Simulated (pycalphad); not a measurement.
Source of the numbers: pycalphad with the COST 507 light-alloy database (1999); pressure 1 atm. These are 1990s assessments: newer ones move some temperatures and phases. Phase fractions are per mole of atoms. Kinetics are ignored, which matters at the lower temperatures.

Problem. Give the equilibrium state of Si-9.6Ti (at.%) at 760 K.

Solution. 
```
T = 760.00 K, P = 101325 Pa, N = 1 mol of atoms
G = -37295 J/mol, H = -5823 J/mol, S = 41.41 J/(mol K)  (SER reference)
chemical potentials (J/mol): Si -19839, Ti -201670
phase             fraction      x(Si)      x(Ti)
DIAMOND_A4          0.7120     1.0000      1e-14
SI2TI               0.2880     0.6667     0.3333
```

Problem. Give the equilibrium state of Si-9.6Ti (at.%) at 1640 K.

Solution. liquid, fraction 0.622, with 15.4 Ti at.%; diamond (Si), fraction 0.378, with <0.01 Ti at.%.

Database names, with the compositions (at.%) that they take in these runs: SI2TI: Si 67 Ti 33. DIAMOND_A4 is diamond (Si).
